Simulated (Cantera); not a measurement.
## Thermodynamics of silicon oxide and oxynitride deposition, feed HMDSO + NO + H₂

Charge: 1 mol HMDSO, 1.4 mol NO, 0.17 mol H₂, held at 0.0100 bar.

Equilibrium computed with Cantera from the NASA thermochemical tables; the gas is ideal and each condensed phase is pure. Candidate condensed phases: C, C₆H₆, C₇H₈, C₈H₁₈, H₂O, Si, SiC, SiO₂, Si₂N₂O, Si₃N₄; 151 gas species. The feed counts by its element totals alone. Mutual solubility and eutectic melting of coexisting phases are not modelled. The tables hold silica as quartz up to 1696 K and as liquid above; real silica turns to tridymite and cristobalite and melts near 1996 K. Rates play no part.

| T (K) | x H₂ | x CO | x N₂ | x CH₄ | n C(graphite) | n SiO₂(α-quartz) | n Si₂N₂O(s) | n SiO₂(β-quartz) | n SiC(s) |
|---|---|---|---|---|---|---|---|---|---|
| 800 | 0.969 | 9.94e-6 | 0.0181 | 0.0126 | 5.88 | 0.933 | 0.533 | 0 | 0 |
| 900 | 0.979 | 0.000197 | 0.0178 | 0.00299 | 5.97 | 0 | 0.534 | 0.932 | 0 |
| 1000 | 0.980 | 0.00210 | 0.0171 | 0.000917 | 5.97 | 0 | 0.540 | 0.920 | 0 |
| 1100 | 0.973 | 0.0134 | 0.0132 | 0.000340 | 5.87 | 0 | 0.576 | 0.849 | 0 |
| 1200 | 0.954 | 0.0423 | 0.00326 | 0.000144 | 5.59 | 0 | 0.669 | 0.663 | 0 |
| 1300 | 0.944 | 0.0557 | 0.000126 | 7.01e-5 | 5.44 | 0 | 0.699 | 0.580 | 0.0223 |
| 1400 | 0.837 | 0.159 | 0.00384 | 3.03e-5 | 3.58 | 0 | 0.658 | 0 | 0.682 |
| 1500 | 0.747 | 0.195 | 0.0569 | 1.43e-5 | 1.61 | 0 | 0 | 0 | 2.00 |
| 1600 | 0.747 | 0.195 | 0.0568 | 9.10e-6 | 1.61 | 0 | 0 | 0 | 1.99 |
x: gas mole fraction; n: condensed amount in mol.

At 800 K the condensed part is C(graphite) + SiO₂(α-quartz) + Si₂N₂O(s). From 900 K to 1200 K the condensed part is C(graphite) + SiO₂(β-quartz) + Si₂N₂O(s). At 1300 K the condensed part is C(graphite) + SiC(s) + SiO₂(β-quartz) + Si₂N₂O(s). At 1400 K the condensed part is C(graphite) + SiC(s) + Si₂N₂O(s). From 1500 K to 1600 K the condensed part is C(graphite) + SiC(s).
